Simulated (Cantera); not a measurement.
A freely propagating, adiabatic, planar premixed flame of H2 : O2 : N2 = 1 : 0.769 : 2.89 (molar parts), equivalence ratio 0.65, unburnt at 475 K and 1.58 atm; mixture-averaged transport, grid criteria slope 0.08 and curve 0.16, no radiation.

Model: the H2/O2 subset of GRI-Mech 3.0, which has no nitrogen chemistry, integrated in Cantera. Burning velocities carry a grid error of a few per cent, more on coarse grids. Lean hydrogen flames are cellular in practice and burn faster than this planar one.

Q: How do the results move with these cheaper or finer settings: unity-Lewis-number transport; multicomponent transport; multicomponent+Soret transport; grid criteria slope 0.5, curve 1; grid criteria slope 0.25, curve 0.5; grid criteria slope 0.03, curve 0.06?

A: 
```csv
setting,laminar burning velocity,thermal thickness,peak x(O),peak x(HO2),grid points
as above,254 cm/s,0.218 mm,0.00853,0.000484,109
unity-Lewis-number transport,239 cm/s,0.166 mm,0.0110,0.000365,110
multicomponent transport,251 cm/s,0.216 mm,0.00852,0.000487,109
multicomponent+Soret transport,226 cm/s,0.216 mm,0.00811,0.000474,109
"grid criteria slope 0.5, curve 1",310 cm/s,0.266 mm,0.00909,0.000486,40
"grid criteria slope 0.25, curve 0.5",267 cm/s,0.231 mm,0.00863,0.000468,49
"grid criteria slope 0.03, curve 0.06",250 cm/s,0.215 mm,0.00853,0.000487,248
```
Unity Lewis numbers drop preferential diffusion, which matters most where H2 and H carry the flame; Soret adds thermal diffusion.
